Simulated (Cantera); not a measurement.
An isothermal, constant-pressure homogeneous reactor starts with H₂ : O₂ = 0.0075 : 1 (molar parts), equivalence ratio 0.0037, at 900 K and 0.0133 bar.

Detailed kinetics in Cantera: GRI-Mech 3.0 (53 species, 325 reactions). Radical loss at walls, strong at low pressure, is not modelled. Below about 950 K walls govern HO2 and H2O2 in real vessels.

x: mole fraction; the columns are a selection and need not sum to one.

```tsv
t (s)	x H₂	x O₂	x OH	x HO₂	x H	x H₂O	x O
0.000200	0.00744	0.993	<1e-12	<1e-12	<1e-12	<1e-12	<1e-12
0.000702	0.00744	0.993	1.32e-12	2.47e-12	1.14e-12	<1e-12	1.65e-12
0.00247	0.00744	0.993	7.87e-12	9.06e-12	3.55e-12	9.57e-12	1.38e-11
0.00866	0.00744	0.993	1.69e-10	4.91e-11	6.36e-11	4.28e-10	3.75e-10
0.0304	0.00744	0.993	2.59e-6	2.98e-7	…	7.12e-6	5.82e-6
0.107	0.000107	0.992	0.000116	2.21e-6	…	0.00727	0.000934
0.375	5.60e-6	0.992	2.60e-5	5.59e-7	…	0.00745	0.000133
1.32	5.38e-7	0.993	8.50e-6	1.47e-7	…	0.00747	1.48e-5
4.62	5.08e-8	0.993	2.85e-6	2.83e-8	…	0.00747	1.57e-6
16.2	3.76e-9	0.993	1.06e-6	4.99e-9	1.37e-10	0.00747	2.11e-7
57.0	2.84e-10	0.993	4.50e-7	1.00e-9	1.05e-11	0.00747	3.82e-8
200	4.45e-11	0.993	2.11e-7	2.36e-10	1.10e-12	0.00747	8.48e-9
```

Complete the blanks.


- 0.0304, x H: 9.71e-7
- 0.107, x H: 6.73e-5
- 0.375, x H: 2.12e-6
- 1.32, x H: 7.73e-8
- 4.62, x H: 2.74e-9
